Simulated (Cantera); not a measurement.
Source: NASA polynomial tables (part measured, part estimated), evaluated in Cantera. Values are per mole of reaction as written; species without (g) are pure solids or liquids, kept so even where they would boil at 1 bar. The tables' values for C₂F₄ are old estimates.

CF₄(g) + CCl₄(g) → 4 Cl(g) + C₂F₄(g), with ΔH° = 855.6 kJ and ΔS° = 389.4 J/K at 300 K.

Q: How far is the shortcut ΔG° ≈ ΔH°(300 K) − T·ΔS°(300 K) from the full temperature-dependent value at 900, 1100, 1300, 1500, 1700, 1900, 2100, 2300, 2500, 2700, 2900 K?

A: 
| T (K) | shortcut (kJ) | full (kJ) | difference (kJ) | difference in log10 K |
|---|---|---|---|---|
| 900 | 505.1 | 498.8 | 6.3 | -0.37 |
| 1100 | 427.2 | 417.7 | 9.6 | -0.45 |
| 1300 | 349.3 | 336.4 | 13.0 | -0.52 |
| 1500 | 271.5 | 254.9 | 16.5 | -0.58 |
| 1700 | 193.6 | 173.4 | 20.2 | -0.62 |
| 1900 | 115.7 | 91.8 | 23.9 | -0.66 |
| 2100 | 37.8 | 10.1 | 27.7 | -0.69 |
| 2300 | -40.1 | -71.6 | 31.5 | -0.72 |
| 2500 | -118.0 | -153.3 | 35.4 | -0.74 |
| 2700 | -195.8 | -235.1 | 39.2 | -0.76 |
| 2900 | -273.7 | -316.8 | 43.1 | -0.78 |
The shortcut ignores the heat-capacity change of the reaction.
